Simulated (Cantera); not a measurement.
**Thermodynamics of iron carbonyl, mercury and lead vapours, feed HgO + H2 + N2**

Feed: 1 mol HgO, 1.3 mol H2, 0.13 mol N2, at 1227 °C and 11.0 mbar.

These are equilibrium values from Cantera (NASA tables, ideal gas, pure condensed phases), not measurements of a reactor. Candidate condensed phases: H2O, Hg, HgO; 25 gas species. Equilibrium is a limit: real reactors are often held back by kinetics, nucleation or transport.

The x(Hg) is 0.412 and the x(H2O) is 0.412. The x(H2) is 0.123, the x(N2) is 0.0535 and the x(H) is 5.90e-5. The x(OH) is 5.61e-6. The gas amount is 2.430 mol. The log10 activity of Hg(l) (absent) is -5.09.
